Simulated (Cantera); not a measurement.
Cantera run:

```python
import numpy as np
import cantera as ct

gas_names = [...]  # 140 gases of nasa_gas.yaml made of C, Fe, H, N, O
cond_names = """
    C(gr) C6H6(L) C7H8(L) C8H18(L),n-octa Fe(a) Fe(c) Fe(d) Fe(L) FeC5O5(L) FeO(s) FeO(L) Fe(OH)2(s)
    Fe(OH)3(s) Fe2O3(s) Fe3O4(s) H2O(s) H2O(L)
""".split()


# ... load() reads the species with a 1 bar reference pressure and builds the phases ...
atoms = {
    'Fe': {'Fe': 1},
    'CO2': {'C': 1, 'O': 2},
    'N2': {'N': 2},
    'H2O': {'H': 2, 'O': 1},
}
top_T = {'C(gr)': 4500, 'Fe2O3(s)': 1830, 'Fe3O4(s)': 1870}  # K; cautious upper limits of use, not melting points


# ... equilibrate(T, P, feed) seeds the gas with the atoms and calls Mixture.equilibrate('TP', solver="vcs", rtol=1e-11, max_steps=5000) ...
results = []
T = 1498  # K
P = 410000  # Pa
for m in [13, 37, 61, 86, 110, 130, 160, 180, 210]:
    feed = {'Fe': 1, 'CO2': 0.05, 'N2': m, 'H2O': 0.25}  # mol
    mix = equilibrate(T, P, feed)
    results.append((T, P, feed, dict(zip(mix.species_names, mix.species_moles))))

top = {s: max(r[3][s] / sum(r[3][g] for g in gas_names) for r in results) for s in gas_names}
cols = sorted((s for s in top if top[s] > 1e-05), key=lambda s: -top[s])[:7]
seen = [c for c in cond_names if any(r[3].get(c, 0) > 1e-12 for r in results)]
print("log10 of partial pressures in bar; condensed amounts in mol")
print(f"{'n(N2)':>10s}" + "".join(f"{s[:9]:>10s}" for s in cols + seen))
for T, P, feed, n in results:
    ng = sum(n[g] for g in gas_names)
    print(f"{feed['N2']:10.4g}" + "".join(f"{np.log10(max(n[s] / ng * P / 1e5, 1e-99)):10.3f}" for s in cols)
          + "".join(f"{n.get(c, 0):10.4g}" for c in seen))
```

Output:

```
log10 of partial pressures in bar; condensed amounts in mol
     n(N2)        N2        H2       H2O        CO       CO2     Fe(c)    FeO(s)
        13     0.603    -1.265    -1.644    -1.877    -2.668    0.7806    0.2194
        37     0.609    -1.713    -2.092    -2.325    -3.116    0.7806    0.2194
        61     0.611    -1.928    -2.307    -2.541    -3.332    0.7806    0.2194
        86     0.611    -2.077    -2.456    -2.689    -3.480    0.7806    0.2194
       110     0.612    -2.183    -2.563    -2.796    -3.587    0.7806    0.2194
       130     0.612    -2.256    -2.635    -2.868    -3.659    0.7806    0.2194
       160     0.612    -2.346    -2.725    -2.958    -3.749    0.7806    0.2194
       180     0.612    -2.397    -2.776    -3.009    -3.800    0.7806    0.2194
       210     0.612    -2.464    -2.843    -3.076    -3.867    0.7806    0.2194
```

Equilibrium computed with Cantera from the NASA thermochemical tables; the gas is ideal and each condensed phase is pure. Mutual solubility and eutectic melting of coexisting phases are not modelled. The tables' stoichiometric FeO is somewhat more stable than real wüstite, so its field is too wide. FeO: taken at fixed stoichiometry.
